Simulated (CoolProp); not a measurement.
A simple Rankine cycle with CH2F2 (R32): condensing at 294.15 K, boiler at 4.33 MPa, turbine inlet 434 K, turbine efficiency 0.75, pump efficiency 0.6, no recuperator. Each further row changes one setting.

Computed with CoolProp (reference Helmholtz-energy equation of state, Tillner-Roth 1997).

```tsv
case	thermal efficiency (%)	net work (kJ/kg)	heat in (kJ/kg)	turbine exit temperature (K)	volume ratio over the turbine
as stated	9.5	39.0	409	…	…
condensing temperature 286.15 K	…	47.2	423	359.0	3.17
boiler pressure 3.03 MPa	6.7	28.4	423	393.7	1.87
turbine efficiency 0.65	8.1	33.1	409	…	2.64
```

### Question
Some entries are withheld; supply them.

### Answer

- as stated, turbine exit temperature (K): 371.0
- as stated, volume ratio over the turbine: 2.59
- condensing temperature 286.15 K, thermal efficiency (%): 11.1
- turbine efficiency 0.65, turbine exit temperature (K): 376.4
